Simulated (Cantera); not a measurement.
Feed: 1 mol Cu2O, a varied amount of H2, 0.053 mol H2O, equilibrated at 1625 K and 15.0 mbar.

These are equilibrium values from Cantera (NASA tables, ideal gas, pure condensed phases), not measurements of a reactor. Candidate condensed phases: Cu, CuO, Cu(OH)2, Cu2O, H2O; 12 gas species. Kinetics and transport are ignored.

Q: Which condensed phases are stable at each of these points (n(H2) (mol)): 50, 82, 130, 220, 360, 590, 960, 1600, 2600?

A: 
```csv
n(H2) (mol),condensed phases,Cu condensed (%)
50,Cu(l),90.4
82,Cu(l),84.3
130,Cu(l),75.1
220,Cu(l),57.8
360,Cu(l),31.0
590,gas only,0.0
960,gas only,0.0
1600,gas only,0.0
2600,gas only,0.0
```

From 50 mol H2 to 360 mol H2 the condensed part is Cu(l). From 590 mol H2 to 2600 mol H2 nothing is condensed.
